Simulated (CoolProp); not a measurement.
Vapour-liquid equilibrium of R143a (1) + n-butane (2) at -39.55 °C; x and y are mole fractions of (1).

Computed with CoolProp (multi-fluid Helmholtz-energy mixture model, Lemmon and Jacobsen 2000 and Bücker 2006; pair parameters Bell 2016).

Task: Give the bubble pressure and the first vapour's composition at x = 0.35, 0.75, 0.85. Is there an azeotrope?

Result: x = 0.35: 0.1162 MPa, y = 0.873; x = 0.75: 0.1306 MPa, y = 0.908; x = 0.85: 0.1357 MPa, y = 0.931. No azeotrope shows between x = 0.05 and 0.95.

Pair parameters are fitted to limited data, so mixtures are less certain than the pure fluids. With so large a gap from Raoult's law the liquid may split in two, which this calculation doesn't test in full.
